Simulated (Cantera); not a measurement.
A perfectly stirred reactor is fed with 53.5 % NO, 46.5 % N2, at 13300 Pa; it is held at 1975 K, and followed from long to short residence time.

Cantera simulation using GRI-Mech 3.0 (53 species, 325 reactions); the numbers are that mechanism's predictions, not measurements.

x: mole fraction; the columns are a selection and need not sum to one.

```json
[
 {"τ (s)": "0.31", "x NO": "0.502", "x O": "0.000254", "x N2O": "0.000103", "x NO2": "0.000103", "x O2": "0.0163"},
 {"τ (s)": "0.14", "x NO": "0.520", "x O": "___", "x N2O": "0.000111", "x NO2": "___", "x O2": "___"},
 {"τ (s)": "0.061", "x NO": "0.528", "x O": "0.000178", "x N2O": "0.000113", "x NO2": "6.97e-5", "x O2": "0.00296"},
 {"τ (s)": "0.028", "x NO": "0.532", "x O": "0.000159", "x N2O": "0.000109", "x NO2": "6.17e-5", "x O2": "0.00125"},
 {"τ (s)": "0.012", "x NO": "0.534", "x O": "___", "x N2O": "___", "x NO2": "___", "x O2": "___"},
 {"τ (s)": "0.0055", "x NO": "0.534", "x O": "0.000109", "x N2O": "7.75e-5", "x NO2": "4.17e-5", "x O2": "0.000142"},
 {"τ (s)": "0.0025", "x NO": "0.535", "x O": "7.13e-5", "x N2O": "5.36e-5", "x NO2": "2.60e-5", "x O2": "3.30e-5"},
 {"τ (s)": "0.0011", "x NO": "0.535", "x O": "3.57e-5", "x N2O": "3.09e-5", "x NO2": "1.12e-5", "x O2": "5.29e-6"}
]
```

### Question
Fill in the missing entries.

### Answer

- 0.14, x O: 0.000206
- 0.14, x NO2: 8.27e-5
- 0.14, x O2: 0.00715
- 0.012, x O: 0.000138
- 0.012, x N2O: 9.66e-5
- 0.012, x NO2: 5.30e-5
- 0.012, x O2: 0.000444
